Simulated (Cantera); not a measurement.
A Cantera script and what it prints.

```python
import numpy as np
import cantera as ct

gas_names = """
    H HNO HNO2 HNO3 HO2 H2 H2O H2O2 N NH NH2 NH3 NH2OH NO NO2 NO3 N2 N2H2 N2H4 N2O O OH O2 O3 Si SiH
    SiH2 SiH3 SiH4 SiN SiO SiO2 Si2 Si2N Si3
""".split()
cond_names = """
    H2O(s) H2O(L) Si(cr) Si(L) SiO2(Lqz) SiO2(hqz) SiO2(L) Si2N2O(s) Si3N4(a)
""".split()


# ... load() reads the species with a 1 bar reference pressure and builds the phases ...
atoms = {
    'SiH4': {'Si': 1, 'H': 4},
    'NO': {'N': 1, 'O': 1},
    'N2': {'N': 2},
}
top_T = {'Si2N2O(s)': 2100, 'Si3N4(a)': 2400}  # K; cautious upper limits of use, not melting points


# ... equilibrate(T, P, feed) seeds the gas with the atoms and calls Mixture.equilibrate('TP', solver="vcs", rtol=1e-11, max_steps=5000) ...
results = []
feed = {'SiH4': 1, 'NO': 4, 'N2': 37}  # mol
P = 1333.22  # Pa
for T in [673, 773, 873, 973, 1073, 1173, 1273, 1373, 1473, 1573, 1673, 1773]:
    mix = equilibrate(T, P, feed)
    results.append((T, P, feed, dict(zip(mix.species_names, mix.species_moles))))

top = {s: max(r[3][s] / sum(r[3][g] for g in gas_names) for r in results) for s in gas_names}
cols = sorted((s for s in top if top[s] > 0.001), key=lambda s: -top[s])[:7]
seen = [c for c in cond_names if any(r[3].get(c, 0) > 1e-12 for r in results)]
print("log10 of partial pressures in bar; condensed amounts in mol")
print(f"{'T/K':>10s}" + "".join(f"{s[:9]:>10s}" for s in cols + seen))
for T, P, feed, n in results:
    ng = sum(n[g] for g in gas_names)
    print(f"{T:10.4g}" + "".join(f"{np.log10(max(n[s] / ng * P / 1e5, 1e-99)):10.3f}" for s in cols)
          + "".join(f"{n.get(c, 0):10.4g}" for c in seen))
```

Output:

```
log10 of partial pressures in bar; condensed amounts in mol
       T/K        N2       H2O SiO2(Lqz) SiO2(hqz)   SiO2(L)
       673    -1.897    -3.187         1         0         0
       773    -1.897    -3.187         1         0         0
       873    -1.897    -3.187         0         1         0
       973    -1.897    -3.187         0         1         0
      1073    -1.897    -3.187         0         1         0
      1173    -1.897    -3.187         0         1         0
      1273    -1.897    -3.187         0         1         0
      1373    -1.897    -3.187         0         1         0
      1473    -1.897    -3.188         0         1         0
      1573    -1.897    -3.189         0         1         0
      1673    -1.897    -3.192         0         1         0
      1773    -1.897    -3.197         0         0    0.9999
```

These are equilibrium values from Cantera (NASA tables, ideal gas, pure condensed phases), not measurements of a reactor. The tables hold silica as quartz up to 1696 K and as liquid above; real silica turns to tridymite and cristobalite and melts near 1996 K.
